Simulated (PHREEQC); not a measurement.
A solution holds 0.014 mol/kgw KOH, 0.0024 mol/kgw NaHCO3 and 3.1e-05 mol/kgw Na2CO3, at 70 °C. Closed to the air; pH follows from the charge balance.

All values are PHREEQC results (ion-association model, wateq4f.dat), not measurements.

No solid was allowed to form.

Problem. Estimate the pH, ionic strength.

Solution. pH 10.82; ionic strength 0.0180 mol/kgw.

Problem. In which forms is C present?

Solution. CO3-2 77 %, NaCO3- 13 %, HCO3- 10 % of the C.

Species that the database lacks are ignored. Away from 25 °C the constants follow the database's enthalpies or fits; those with neither stay at their 25 °C values.
